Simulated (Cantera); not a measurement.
Charge: 1 mol TEOS, 22 mol O2, held at 0.660 bar.

Cantera equilibrium calculation (NASA polynomials, part measured and part estimated; ideal gas, pure solids and liquids). Candidate condensed phases: C, C6H6, C7H8, C8H18, H2O, Si, SiC, SiO2; 123 gas species. The feed counts by its element totals alone. The tables hold silica as quartz up to 1696 K and as liquid above; real silica turns to tridymite and cristobalite and melts near 1996 K. Gases not in the tables: Si(OH)4. The numbers say what is thermodynamically allowed, not how fast it happens.

Task: Which condensed phases are stable at each of these points (T (°C)): 300, 450, 600, 750, 900, 1050, 1200, 1350, 1500, 1650?

Result: 
```
T (°C)  condensed phases  Si condensed (%)
------  ----------------  ----------------
300       SiO2(α-quartz)             100.0
450       SiO2(α-quartz)             100.0
600       SiO2(β-quartz)             100.0
750       SiO2(β-quartz)             100.0
900       SiO2(β-quartz)             100.0
1050      SiO2(β-quartz)             100.0
1200      SiO2(β-quartz)             100.0
1350      SiO2(β-quartz)             100.0
1500     SiO2(condensed)             100.0
1650     SiO2(condensed)             100.0
```

From 300 °C to 450 °C the condensed part is SiO2(α-quartz). From 600 °C to 1350 °C the condensed part is SiO2(β-quartz). From 1500 °C to 1650 °C the condensed part is SiO2(condensed).
